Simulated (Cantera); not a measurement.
Charge: 1 mol CuF2, a varied amount of H2O, 3.6 mol N2, held at 2273 K and 1.00 bar.

Points: n(H2O) (mol) = 0.09, 0.14, 0.21, 0.32, 0.49, 0.75, 1.1, 1.7, 2.7, 4.1, 6.2, 9.5.

Cantera's Mixture.equilibrate('TP', solver="vcs", rtol=1e-11, max_steps=5000) on the NASA tables stopped like this:

```
ERROR: FAILURE its = 5001!

*******************************************************************************
CanteraError thrown by MultiPhase::equilibrate:
VCS solver failed. Return code: -1
*******************************************************************************
```

### Question
What got this run through?

### Answer
This is not unique; one that fits is The failure is numerical, not chemical. The same input converged with solver="gibbs", rtol=1e-10, max_steps=50000, and the result passed a check of the equilibrium conditions:
```
log10 of partial pressures in bar; condensed amounts in mol
    n(H2O)        N2       H2O        HF       CuF      CuF2     Cu(L)
      0.09    -0.154    -8.842    -1.455    -1.028    -0.995         0
      0.14    -0.161    -8.199    -1.269    -0.992    -1.045         0
      0.21    -0.170    -7.505    -1.102    -0.943    -1.131         0
      0.32    -0.186    -6.540    -0.935    -0.871    -1.330         0
      0.49    -0.212    -4.159    -0.776    -0.792    -2.241         0
      0.75    -0.245    -1.725    -0.702    -0.925    -3.500         0
       1.1    -0.267    -1.267    -0.658    -1.086    -3.834    0.1836
       1.7    -0.304    -0.916    -0.654    -1.256    -4.175    0.3028
       2.7    -0.362    -0.658    -0.688    -1.427    -4.517    0.3524
       4.1    -0.433    -0.487    -0.744    -1.584    -4.829    0.3479
       6.2    -0.522    -0.359    -0.824    -1.745    -5.153    0.2972
       9.5    -0.633    -0.261    -0.927    -1.922    -5.506    0.1858
```

The gas is ideal and each condensed phase is pure.
